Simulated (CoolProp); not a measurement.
Nitrous oxide along the isotherm 500 K: fugacity coefficient from the reference equation and from simpler models built on Tc = 309.5 K, pc = 7.245 MPa, ω = 0.161; each cubic takes its own stable root.

The numbers come from the reference Helmholtz-energy equation of state, Lemmon 2006 in CoolProp. It is a short technical equation, of lower accuracy than the large ones.

```
p (MPa)          phase   reference  van der Waals  Redlich-Kwong  Soave-Redlich-Kwong  Peng-Robinson
-------  -------------  ----------  -------------  -------------  -------------------  -------------
3.12               gas      0.9740         0.9643         0.9685               0.9785         0.9697
6.25               gas      0.9494         0.9297         0.9388               0.9585         0.9419
9.38     supercritical  (withheld)         0.8965         0.9112               0.9403         0.9166
12.5     supercritical      0.9046         0.8652         0.8857               0.9239         0.8939
15.6     supercritical      0.8847     (withheld)         0.8626           (withheld)         0.8738
18.8     supercritical      0.8658         0.8087         0.8410               0.8962         0.8554
21.9     supercritical      0.8493         0.7852         0.8225           (withheld)         0.8398
25       supercritical      0.8346         0.7648         0.8063               0.8760         0.8263
28.1     supercritical      0.8216         0.7479         0.7922               0.8683         0.8147
31.2     supercritical      0.8104         0.7340         0.7803               0.8623         0.8048
34.4     supercritical      0.8007         0.7229         0.7700               0.8576         0.7964
37.5     supercritical      0.7929         0.7147         0.7618               0.8544         0.7897
40.6     supercritical      0.7866         0.7089         0.7553               0.8526         0.7844
43.8     supercritical      0.7816         0.7051         0.7501               0.8519         0.7801
46.9     supercritical      0.7781         0.7033     (withheld)               0.8523         0.7772
50       supercritical      0.7759         0.7031         0.7439               0.8538         0.7752
```

Some entries are withheld; supply them.


- 9.38, reference: 0.9262
- 15.6, van der Waals: 0.8361
- 15.6, Soave-Redlich-Kwong: 0.9094
- 21.9, Soave-Redlich-Kwong: 0.8852
- 46.9, Redlich-Kwong: 0.7464
